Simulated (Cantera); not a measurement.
Charge: 1 mol Pb, 0.12 mol H₂.

Method: chemical equilibrium by Gibbs-energy minimisation in Cantera with the NASA 1993 tables (ideal gas, pure condensed phases). Candidate condensed phases: Pb; 4 gas species. The numbers say what is thermodynamically allowed, not how fast it happens.

Stable condensed phases, one row left out:

```
T in K \ P in Pa
              10      42     180     750    3200   13000   56000  240000 1000000
   1423        A       A       A       A       B       B       B       B       B
   1373        A       A       A       B       B       B       B       B       B
   1323        A       A       A       B       B       B       B       B       B
   1273        A       A       A       B       B       B       B       B       B
   1223        A       A       B       B       B       B       B       B       B
   1173        A       A       B       B       B       B       B       B       B
   1073        B       B       B       B       B       B       B       B       B
   1023        B       B       B       B       B       B       B       B       B
    973        B       B       B       B       B       B       B       B       B
    923        B       B       B       B       B       B       B       B       B
    873        B       B       B       B       B       B       B       B       B
```

A: gas only; B: Pb.

Q: Give the row for 1123 K.

A: 10: gas only; 42: Pb; 180: Pb; 750: Pb; 3200: Pb; 13000: Pb; 56000: Pb; 240000: Pb; 1000000: Pb.
